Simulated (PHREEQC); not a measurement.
Consider water at 20 °C with 3.1 mmol/kgw KHCO3, 0.16 mmol/kgw NaF and 10 mmol/kgw KCl. Closed to the air; pH follows from the charge balance.

Equilibrium calculation in PHREEQC: ion-association model, wateq4f.dat.

```json
[
 {"quantity": "pH", "before": "8.27", "after": "8.26"},
 {"quantity": "ionic strength (mol/kgw)", "before": "0.0133", "after": "0.0183"},
 {"quantity": "CO2 (mol/kgw)", "before": "3.48e-5", "after": "3.53e-5"},
 {"quantity": "CO3-2 (mol/kgw)", "before": "3.34e-5", "after": "3.39e-5"},
 {"quantity": "NaHCO3 (mol/kgw)", "before": "2.17e-7", "after": "2.09e-7"},
 {"quantity": "NaCO3- (mol/kgw)", "before": "4.90e-8", "after": "4.67e-8"},
 {"quantity": "SI of Nahcolite (NaHCO3)", "before": "-5.82", "after": "-5.83"},
 {"quantity": "SI of Natron (Na2CO3:10H2O)", "before": "-10.86", "after": "-10.89"}
]
```

### Question
Name the change that produced these shifts.
A. KCl from 0.01 to 0.011 mol/kgw
B. diluted 5-fold with water
C. KHCO3 from 0.0031 to 0.00279 mol/kgw
D. KCl from 0.01 to 0.015 mol/kgw
E. KCl left out

### Answer
D, KCl from 0.01 to 0.015 mol/kgw

No solid was allowed to form.
